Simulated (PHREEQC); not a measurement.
# Brine: an equilibrium model

Make-up at 25 °C: 3.6 mol/kgw NaCl, 0.031 mol/kgw BaCl2, 3.4e-05 mol/kgw H4SiO4 and 2.8 mol/kgw HBr. Closed to the air; pH follows from the charge balance.

All values are PHREEQC results (Pitzer model, pitzer.dat), not measurements.

Precipitation was switched off in this run.

What pH does the model give?

pH -1.65.

In brines, pH and single-ion activities rest on the MacInnes convention.
